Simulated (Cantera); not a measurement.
Adiabatic ignition

An adiabatic, constant-pressure homogeneous reactor starts with CH4 : O2 : N2 = 1 : 3.08 : 9 (molar parts), equivalence ratio 0.65, at 1600 K and 1.00 atm.

Cantera simulation using GRI-Mech 3.0 (53 species, 325 reactions); the numbers are that mechanism's predictions, not measurements.

```json
[
 {"t (s)": "6.00e-6", "T (K)": "1600", "x CH4": "0.0764", "x O2": "0.235", "x CH3": "3.96e-6", "x CH2O": "1.28e-7", "x CO2": "2.54e-11"},
 {"t (s)": "2.11e-5", "T (K)": "1600", "x CH4": "0.0764", "x O2": "0.235", "x CH3": "1.68e-5", "x CH2O": "1.96e-6", "x CO2": "8.31e-10"},
 {"t (s)": "7.40e-5", "T (K)": "1600", "x CH4": "0.0763", "x O2": "0.235", "x CH3": "9.63e-5", "x CH2O": "3.91e-5", "x CO2": "6.33e-8"},
 {"t (s)": "0.000260", "T (K)": "1616", "x CH4": "0.0717", "x O2": "0.232", "x CH3": "0.00100", "x CH2O": "0.00148", "x CO2": "3.04e-5"},
 {"t (s)": "0.000912", "T (K)": "2713", "x CH4": "<1e-12", "x O2": "0.0818", "x CH3": "<1e-12", "x CH2O": "5.55e-11", "x CO2": "0.0544"},
 {"t (s)": "0.00320", "T (K)": "2704", "x CH4": "<1e-12", "x O2": "0.0775", "x CH3": "<1e-12", "x CH2O": "5.45e-11", "x CO2": "0.0547"},
 {"t (s)": "0.0112", "T (K)": "2699", "x CH4": "<1e-12", "x O2": "0.0754", "x CH3": "<1e-12", "x CH2O": "5.40e-11", "x CO2": "0.0549"},
 {"t (s)": "0.0395", "T (K)": "2699", "x CH4": "<1e-12", "x O2": "0.0753", "x CH3": "<1e-12", "x CH2O": "5.40e-11", "x CO2": "0.0549"},
 {"t (s)": "0.139", "T (K)": "2699", "x CH4": "<1e-12", "x O2": "0.0753", "x CH3": "<1e-12", "x CH2O": "5.40e-11", "x CO2": "0.0549"},
 {"t (s)": "0.487", "T (K)": "2699", "x CH4": "<1e-12", "x O2": "0.0753", "x CH3": "<1e-12", "x CH2O": "5.40e-11", "x CO2": "0.0549"},
 {"t (s)": "1.71", "T (K)": "2699", "x CH4": "<1e-12", "x O2": "0.0753", "x CH3": "<1e-12", "x CH2O": "5.40e-11", "x CO2": "0.0549"},
 {"t (s)": "6.00", "T (K)": "2699", "x CH4": "<1e-12", "x O2": "0.0753", "x CH3": "<1e-12", "x CH2O": "5.40e-11", "x CO2": "0.0549"}
]
```
x: mole fraction; the columns are a selection and need not sum to one.

```json
{
 "time_of_steepest_temperature_rise": "0.355 ms",
 "temperature at 6.00 s": "2699 K",
 "equilibrium_temperature": "2699 K",
 "x(CH4) at 6.00 s": "<1e-12 (gas-phase equilibrium <1e-12)",
 "x(O2) at 6.00 s": "0.0753 (gas-phase equilibrium 0.0753)",
 "x(CH3) at 6.00 s": "<1e-12 (gas-phase equilibrium <1e-12)"
}
```
